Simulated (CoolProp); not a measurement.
Vapour pressure (MPa) of fluoroethane (R161): the reference equation beside estimates from Tc = 102.1 °C, pc = 5.010 MPa, ω = 0.216. Clausius-Clapeyron is anchored at -27.75 °C with a constant enthalpy of vaporisation of 19.90 kJ/mol.

The numbers come from the reference Helmholtz-energy equation of state, Wu 2012 in CoolProp.

```json
[
 {"T (°C)": "-78.55", "reference": "0.009655", "Lee-Kesler": "0.009128", "Clausius-Clapeyron": "0.01221", "van der Waals": "0.1775", "Redlich-Kwong": "0.01851", "Peng-Robinson": "0.009892"},
 {"T (°C)": "-61.65", "reference": "0.02893", "Lee-Kesler": "0.02785", "Clausius-Clapeyron": "0.03263", "van der Waals": "0.3004", "Redlich-Kwong": "0.05154", "Peng-Robinson": "0.02924"},
 {"T (°C)": "-44.75", "reference": "0.07193", "Lee-Kesler": "0.07042", "Clausius-Clapeyron": "0.07538", "van der Waals": "0.4725", "Redlich-Kwong": "0.1191", "Peng-Robinson": "0.07214"},
 {"T (°C)": "-27.75", "reference": "0.1558", "Lee-Kesler": "0.1545", "Clausius-Clapeyron": "0.1558", "van der Waals": "0.7032", "Redlich-Kwong": "0.2400", "Peng-Robinson": "0.1555"},
 {"T (°C)": "-10.85", "reference": "0.3004", "Lee-Kesler": "0.3004", "Clausius-Clapeyron": "0.2920", "van der Waals": "0.9970", "Redlich-Kwong": "0.4328", "Peng-Robinson": "0.2993"},
 {"T (°C)": "6.15", "reference": "0.5324", "Lee-Kesler": "0.5346", "Clausius-Clapeyron": "0.5088", "van der Waals": "1.364", "Redlich-Kwong": "0.7203", "Peng-Robinson": "0.5303"},
 {"T (°C)": "23.05", "reference": "0.8762", "Lee-Kesler": "0.8809", "Clausius-Clapeyron": "0.8295", "van der Waals": "1.805", "Redlich-Kwong": "1.119", "Peng-Robinson": "0.8742"},
 {"T (°C)": "39.95", "reference": "1.362", "Lee-Kesler": "1.369", "Clausius-Clapeyron": "1.283", "van der Waals": "2.327", "Redlich-Kwong": "1.650", "Peng-Robinson": "1.363"},
 {"T (°C)": "56.95", "reference": "2.027", "Lee-Kesler": "2.036", "Clausius-Clapeyron": "1.902", "van der Waals": "2.938", "Redlich-Kwong": "2.334", "Peng-Robinson": "2.037"},
 {"T (°C)": "73.85", "reference": "2.902", "Lee-Kesler": "2.913", "Clausius-Clapeyron": "2.707", "van der Waals": "3.636", "Redlich-Kwong": "3.181", "Peng-Robinson": "2.924"},
 {"T (°C)": "90.85", "reference": "4.050", "Lee-Kesler": "4.064", "Clausius-Clapeyron": "3.736", "van der Waals": "4.431", "Redlich-Kwong": "4.217", "Peng-Robinson": "4.079"}
]
```

Absolute difference from the reference over all 11 rows, mean and median: Lee-Kesler 1.3 and 0.5 %, Clausius-Clapeyron 7.5 and 5.8 %, van der Waals 384.5 and 156.2 %, Redlich-Kwong 40.6 and 35.3 %, Peng-Robinson 0.6 and 0.4 %.
